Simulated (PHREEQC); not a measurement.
1.6 g of hydrous ferric oxide (600 m²/g; 0.2 weak and 0.005 strong sites per Fe, Dzombak-Morel constants, diffuse double layer) in 1 kg of water with 0.3 mol/kgw of an inert sodium salt and 0.0053 mmol/kgw BaCl2, at 25 °C; the pH is set by adding NaOH or the inert anion's acid. O2 is buffered at 0.21 atm. The system is closed to CO2. Nothing may precipitate in this run.

The series has 13 steps of pH, from 4 to 12.

Equilibrium calculation in PHREEQC: ion-association model, wateq4f.dat.

Near which pH is half of the Ba sorbed, and on which side is more sorbed?

Near pH 7.6, with more sorbed at higher pH.
